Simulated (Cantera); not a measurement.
A closed system holds: 1 mol N₂O, 0.51 mol H₂O, 0.0014 mol HF, equilibrated at 5.00 bar.

Equilibrium computed with Cantera from the NASA thermochemical tables; the gas is ideal and each condensed phase is pure. Candidate condensed phases: H₂O; 40 gas species. Equilibrium is a limit: real reactors are often held back by kinetics, nucleation or transport.

x: gas mole fraction; nothing condenses.

```csv
T (K),x N₂,x H₂O,x O₂,x NO,x OH,x O
1300,0.497,0.254,0.248,0.000342,1.17e-5,?
1400,0.497,0.254,0.248,0.000626,3.42e-5,?
1500,0.497,0.254,0.248,0.00106,8.68e-5,?
1600,0.496,0.253,0.248,0.00167,0.000196,?
1700,0.496,0.253,0.247,0.00250,0.000403,?
1800,0.495,0.253,0.247,0.00357,0.000764,?
1900,0.495,0.253,0.246,0.00491,0.00135,?
2000,0.494,0.252,0.245,0.00654,0.00226,?
2100,0.492,0.251,0.243,0.00846,0.00359,?
2200,0.491,0.250,0.241,0.0107,0.00545,?
2300,0.489,0.248,0.239,0.0132,0.00798,?
```

Problem. Fill in the missing entries.

Solution. 
- 1300, x O: 3.94e-8
- 1400, x O: 2.11e-7
- 1500, x O: 9.03e-7
- 1600, x O: 3.23e-6
- 1700, x O: 9.94e-6
- 1800, x O: 2.70e-5
- 1900, x O: 6.61e-5
- 2000, x O: 0.000148
- 2100, x O: 0.000307
- 2200, x O: 0.000594
- 2300, x O: 0.00109
